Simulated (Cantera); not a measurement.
## SiH₂Cl₂ + O₂ (silicon oxide and oxynitride deposition)

Feed: 1 mol SiH₂Cl₂, 17 mol O₂, held at 1150 K and 0.510 Torr.

These are equilibrium values from Cantera (NASA tables, ideal gas, pure condensed phases), not measurements of a reactor. Candidate condensed phases: H₂O, Si, SiO₂; 30 gas species. The tables hold silica as quartz up to 1696 K and as liquid above; real silica turns to tridymite and cristobalite and melts near 1996 K. Equilibrium is a limit: real reactors are often held back by kinetics, nucleation or transport.

```json
{
 "x(O₂)": "0.885",
 "x(HCl)": "0.0963",
 "x(H₂O)": "0.00744",
 "x(Cl)": "0.00672",
 "x(Cl₂)": "0.00408",
 "x(ClO)": "7.17e-6",
 "x(OH)": "3.57e-6",
 "n(SiO₂(β-quartz))": "1.00 mol",
 "gas_amount": "17.99 mol",
 "log10 activity of Si(s) (absent)": "-28.76"
}
```
